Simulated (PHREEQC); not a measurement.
Make-up at 25 °C: 0.89 mol K2CO3 per kg of water. Closed to the air; pH follows from the charge balance.

All values are PHREEQC results (Pitzer model, pitzer.dat), not measurements.

| quantity | before | after |
|---|---|---|
| HCO3- (mol/kgw) | 0.00684 | 0.00837 |
| CO2 (mol/kgw) | 9.70e-9 | 3.79e-10 |
| SI of Kalicinite (KHCO3) | -2.91 | -2.18 |

Problem. Name the change that produced these shifts.
(A) diluted 10-fold with water
(B) K2CO3 from 0.89 to 0.089 mol/kgw
(C) K2CO3 from 0.89 to 4.45 mol/kgw
(D) K2CO3 from 0.89 to 1.33 mol/kgw
(E) diluted 2-fold with water

Solution. C, K2CO3 from 0.89 to 4.45 mol/kgw

No solid was allowed to form. In brines, pH and single-ion activities rest on the MacInnes convention.
